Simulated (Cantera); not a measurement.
An adiabatic, constant-pressure homogeneous reactor starts with H2 : O2 : N2 = 1 : 0.217 : 0.817 (molar parts), equivalence ratio 2.3, at 1100 K and 4.93 atm. Integrator tolerance rtol = 1e-08.

Detailed kinetics in Cantera: GRI-Mech 3.0 (53 species, 325 reactions). The hydrogen kinetics of GRI-Mech 3.0 are dated; newer H2 mechanisms differ, most at raised pressure.

What does this change do: initial temperature 1100 to 1425 K?


```json
[
 {"quantity": "time of steepest temperature rise", "before": "0.438 ms", "after": "4.14 µs"},
 {"quantity": "temperature at 0.200 s", "before": "2582 K", "after": "2789 K"},
 {"quantity": "equilibrium temperature", "before": "2582 K", "after": "2789 K"},
 {"quantity": "x(H2) at 0.200 s", "before": "0.306 (gas-phase equilibrium 0.306)", "after": "0.301 (gas-phase equilibrium 0.301)"},
 {"quantity": "x(O2) at 0.200 s", "before": "9.15e-6 (gas-phase equilibrium 9.15e-6)", "after": "5.20e-5 (gas-phase equilibrium 5.20e-5)"},
 {"quantity": "x(H2O2) at 0.200 s", "before": "1.33e-8 (gas-phase equilibrium 1.33e-8)", "after": "4.59e-8 (gas-phase equilibrium 4.59e-8)"},
 {"quantity": "x(N2O) at 0.200 s", "before": "1.24e-8 (gas-phase equilibrium 1.24e-8)", "after": "4.04e-8 (gas-phase equilibrium 4.04e-8)"},
 {"quantity": "x(H) at 0.200 s", "before": "0.00888 (gas-phase equilibrium 0.00888)", "after": "0.0194 (gas-phase equilibrium 0.0194)"}
]
```

What does this change do: initial temperature 1100 to 1525 K?


```json
[
 {"quantity": "time of steepest temperature rise", "before": "0.438 ms", "after": "2.83 µs"},
 {"quantity": "temperature at 0.200 s", "before": "2582 K", "after": "2845 K"},
 {"quantity": "equilibrium temperature", "before": "2582 K", "after": "2845 K"},
 {"quantity": "x(H2) at 0.200 s", "before": "0.306 (gas-phase equilibrium 0.306)", "after": "0.299 (gas-phase equilibrium 0.299)"},
 {"quantity": "x(O2) at 0.200 s", "before": "9.15e-6 (gas-phase equilibrium 9.15e-6)", "after": "7.98e-5 (gas-phase equilibrium 7.98e-5)"},
 {"quantity": "x(H2O2) at 0.200 s", "before": "1.33e-8 (gas-phase equilibrium 1.33e-8)", "after": "6.20e-8 (gas-phase equilibrium 6.20e-8)"},
 {"quantity": "x(N2O) at 0.200 s", "before": "1.24e-8 (gas-phase equilibrium 1.24e-8)", "after": "5.40e-8 (gas-phase equilibrium 5.40e-8)"},
 {"quantity": "x(H) at 0.200 s", "before": "0.00888 (gas-phase equilibrium 0.00888)", "after": "0.0236 (gas-phase equilibrium 0.0236)"}
]
```
